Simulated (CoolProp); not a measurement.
Acetone along the isotherm 550 K: fugacity coefficient from the reference equation and from simpler models built on Tc = 508.1 K, pc = 46.92 bar, ω = 0.307; each cubic takes its own stable root.

Model: reference Helmholtz-energy equation of state, Lemmon 2006, in CoolProp. It is a short technical equation, of lower accuracy than the large ones.

```csv
p (bar),phase,reference,van der Waals,Redlich-Kwong,Soave-Redlich-Kwong,Peng-Robinson
8.8,gas,0.9450,0.9543,0.9498,0.9523,0.9461
17.6,gas,0.8919,0.9090,0.9008,0.9057,0.8941
26.4,gas,0.8408,0.8639,0.8527,0.8601,0.8438
35.2,gas,0.7913,0.8187,0.8054,0.8154,0.7952
44,gas,0.7434,0.7729,0.7587,0.7715,0.7482
52.8,supercritical,0.6969,0.7259,0.7123,0.7282,0.7026
61.6,supercritical,0.6515,0.6762,0.6659,0.6856,0.6584
70.4,supercritical,0.6071,0.6270,0.6203,0.6443,0.6162
```
